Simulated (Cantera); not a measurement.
A perfectly stirred reactor is fed with CH₄ : H₂O : H₂ = 1 : 1.7 : 0.7 (molar parts), at 4.93 atm; it is held at 1973 K, and followed from long to short residence time.

Computed with Cantera and GRI-Mech 3.0 (53 species, 325 reactions).

**Question.** Predict: x(CH₄) at τ = 0.600 s; x(H₂O) at τ = 0.600 s; x(H₂) at τ = 0.600 s; x(CH₂O) at τ = 0.600 s; x(C₂H₆) at τ = 0.600 s; x(CH₄) at τ = 41.0 ms; x(H₂O) at τ = 41.0 ms; x(H₂) at τ = 41.0 ms; x(CH₂O) at τ = 41.0 ms; x(C₂H₆) at τ = 41.0 ms.

**Answer.** 
```
Item                     Result
----------------------  -------
x(CH₄) at τ = 0.600 s   0.00475
x(H₂O) at τ = 0.600 s     0.133
x(H₂) at τ = 0.600 s      0.681
x(CH₂O) at τ = 0.600 s  4.16e-7
x(C₂H₆) at τ = 0.600 s  3.29e-7
x(CH₄) at τ = 41.0 ms    0.0185
x(H₂O) at τ = 41.0 ms     0.192
x(H₂) at τ = 41.0 ms      0.629
x(CH₂O) at τ = 41.0 ms  1.31e-6
x(C₂H₆) at τ = 41.0 ms  5.19e-6
```
